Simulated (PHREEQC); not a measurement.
Synthetic water in mg/L, 40 °C, pH 3.76, pe 9:

```tsv
constituent	mg/L
Na	261
K	11.5
Ca	111
Mg	154
Cl	97.5
S(6) as SO4	1300
Sr	6.69
```

Valence states are taken as typed.

Model: ion-association model, phreeqc.dat, run in PHREEQC.

### Question
The ionic strength comes out as 0.0372 mol/kgw. What activity coefficients do Cl-, K+, Ca+2, KSO4-, Mg+2 get?

### Answer
Cl- 0.83, K+ 0.83, Ca+2 0.50, KSO4- 0.84, Mg+2 0.51.

No solid was allowed to form. Species that the database lacks are ignored. Away from 25 °C the constants follow the database's enthalpies or fits; those with neither stay at their 25 °C values.
